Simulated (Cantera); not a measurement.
## Thermodynamics of roasting and sulfation, feed FeS + O₂ + H₂O

Charge: 1 mol FeS, 3.1 mol O₂, 0.49 mol H₂O, at 7.50 Torr.

These are equilibrium values from Cantera (NASA tables, ideal gas, pure condensed phases), not measurements of a reactor. Candidate condensed phases: Fe, FeO, Fe(OH)₂, Fe(OH)₃, FeS, FeSO₄, FeS₂, Fe₂O₃, Fe₂(SO₄)₃, Fe₃O₄, H₂O, H₂SO₄, S; 22 gas species. Rates play no part.

From 823 K to 1423 K the condensed part is Fe₂O₃(s). At 1498 K the condensed part is Fe₃O₄(s).

| T (K) | x O₂ | x SO₂ | x SO₃ | x H₂O | x OH | x O | x H₂SO₄ | x H₂ | n Fe₂O₃(s) | n Fe₃O₄(s) |
|---|---|---|---|---|---|---|---|---|---|---|
| 823 | 0.414 | 0.159 | 0.234 | 0.193 | 8.97e-9 | 1.48e-12 | 2.04e-5 | <1e-12 | 0.500 | 0 |
| 898 | 0.445 | 0.256 | 0.117 | 0.183 | 6.44e-8 | 3.33e-11 | 3.16e-6 | 8.14e-12 | 0.500 | 0 |
| 973 | 0.462 | 0.309 | 0.0525 | 0.177 | 3.42e-7 | 4.60e-10 | 5.38e-7 | 9.96e-11 | 0.500 | 0 |
| 1048 | 0.469 | 0.332 | 0.0240 | 0.175 | 1.44e-6 | 4.33e-9 | 1.10e-7 | 8.73e-10 | 0.500 | 0 |
| 1123 | 0.472 | 0.342 | 0.0118 | 0.174 | 4.99e-6 | 3.02e-8 | 2.72e-8 | 5.81e-9 | 0.500 | 0 |
| 1198 | 0.474 | 0.347 | 0.00624 | 0.173 | 1.48e-5 | 1.65e-7 | 8.01e-9 | 3.06e-8 | 0.500 | 0 |
| 1273 | 0.474 | 0.349 | 0.00355 | 0.173 | 3.89e-5 | 7.41e-7 | 2.73e-9 | 1.33e-7 | 0.500 | 0 |
| 1348 | 0.475 | 0.350 | 0.00215 | 0.173 | 9.14e-5 | 2.81e-6 | 1.06e-9 | 4.95e-7 | 0.500 | 0 |
| 1423 | 0.475 | 0.351 | 0.00137 | 0.173 | 0.000197 | 9.28e-6 | 4.55e-10 | 1.60e-6 | 0.500 | 0 |
| 1498 | 0.490 | 0.341 | 0.000902 | 0.167 | 0.000389 | 2.76e-5 | 2.05e-10 | 4.41e-6 | 0 | 0.333 |
x: gas mole fraction; n: condensed amount in mol.
